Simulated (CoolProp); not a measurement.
p-xylene along the isobar 0.101 MPa: Z from the reference equation and from simpler models built on Tc = 343.0 °C, pc = 3.532 MPa, ω = 0.324; each cubic takes its own stable root.

The numbers come from the reference Helmholtz-energy equation of state, Zhou 2012 in CoolProp.

```csv
T (°C),phase,reference
27.25,liquid,0.005022
51.65,liquid,0.004764
76.15,liquid,0.004549
100.55,liquid,0.004372
124.95,liquid,0.004228
149.35,gas,0.9578
173.75,gas,0.9663
198.15,gas,0.9725
```

Problem. How far does each simpler model (van der Waals, Redlich-Kwong, Soave-Redlich-Kwong, Peng-Robinson) lie from the reference over these 8 states: mean and median of the absolute difference, and the worst?

Solution. 
- van der Waals: mean 10809.8 %, median 10085.0 %, worst +22986.6 % at 124.95 °C and 0.101 MPa
- Redlich-Kwong: mean 2854.6 %, median 19.0 %, worst +22757.1 % at 124.95 °C and 0.101 MPa
- Soave-Redlich-Kwong: mean 9.7 %, median 14.7 %, worst +15.9 % at 27.25 °C and 0.101 MPa
- Peng-Robinson: mean 1.5 %, median 1.6 %, worst +3.1 % at 27.25 °C and 0.101 MPa

At some of these states van der Waals, Redlich-Kwong gives the other phase, because its saturation line lies elsewhere.
